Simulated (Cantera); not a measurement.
What does this Cantera script print?

```python
import numpy as np
import cantera as ct

gas_names = """
    H H2 N NH NH2 NH3 N2 N2H2 N2H4 Si SiH SiH2 SiH3 SiH4 SiN Si2 Si2N Si3
""".split()
cond_names = """
    Si(cr) Si(L) Si3N4(a)
""".split()


# ... load() reads the species with a 1 bar reference pressure and builds the phases ...
atoms = {
    'Si': {'Si': 1},
    'NH3': {'N': 1, 'H': 3},
    'N2': {'N': 2},
}
top_T = {'Si3N4(a)': 2400}  # K; cautious upper limits of use, not melting points


# ... equilibrate(T, P, feed) seeds the gas with the atoms and calls Mixture.equilibrate('TP', solver="vcs", rtol=1e-11, max_steps=5000) ...
results = []
T = 748.15  # K
P = 1900000  # Pa
for m in [0.22, 0.4, 0.73, 1.3, 2.4, 4.3, 7.8, 14]:
    feed = {'Si': 1, 'NH3': m, 'N2': 4.9}  # mol
    mix = equilibrate(T, P, feed)
    results.append((T, P, feed, dict(zip(mix.species_names, mix.species_moles))))

top = {s: max(r[3][s] / sum(r[3][g] for g in gas_names) for r in results) for s in gas_names}
cols = sorted((s for s in top if top[s] > 0.001), key=lambda s: -top[s])[:9]
seen = [c for c in cond_names if any(r[3].get(c, 0) > 1e-12 for r in results)]
print("log10 of partial pressures in bar; condensed amounts in mol")
print(f"{'n(NH3)':>10s}" + "".join(f"{s[:9]:>10s}" for s in cols + seen))
for T, P, feed, n in results:
    ng = sum(n[g] for g in gas_names)
    print(f"{feed['NH3']:10.4g}" + "".join(f"{np.log10(max(n[s] / ng * P / 1e5, 1e-99)):10.3f}" for s in cols)
          + "".join(f"{n.get(c, 0):10.4g}" for c in seen))
```

Result:

```
log10 of partial pressures in bar; condensed amounts in mol
    n(NH3)        N2        H2       NH3  Si3N4(a)
      0.22     1.247     0.112    -1.490    0.3333
       0.4     1.224     0.337    -1.166    0.3333
      0.73     1.187     0.542    -0.877    0.3333
       1.3     1.134     0.712    -0.648    0.3333
       2.4     1.059     0.857    -0.467    0.3333
       4.3     0.975     0.959    -0.356    0.3333
       7.8     0.889     1.031    -0.291    0.3333
        14     0.815     1.076    -0.261    0.3333
```

Method: chemical equilibrium by Gibbs-energy minimisation in Cantera with the NASA 1993 tables (ideal gas, pure condensed phases).
